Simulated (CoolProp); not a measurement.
Computed with CoolProp (reference Helmholtz-energy equation of state, Lemmon 2006). It is a short technical equation, of lower accuracy than the large ones.

Task: Give the vapour pressure (MPa), liquid cp (kJ/(kg K)), vapour Z, liquid viscosity (µPa s) of saturated n-nonane at 117.35, 133.25, 157.15 °C.

Result: 
```csv
T (°C),p (MPa),liquid cp (kJ/(kg K)),vapour Z,liquid viscosity (µPa s)
117.35,0.0381,2.58,0.971,269
133.25,0.0622,2.65,0.959,238
157.15,0.120,2.76,0.935,199
```

Viscosity comes from a separate model (Huber 2004).
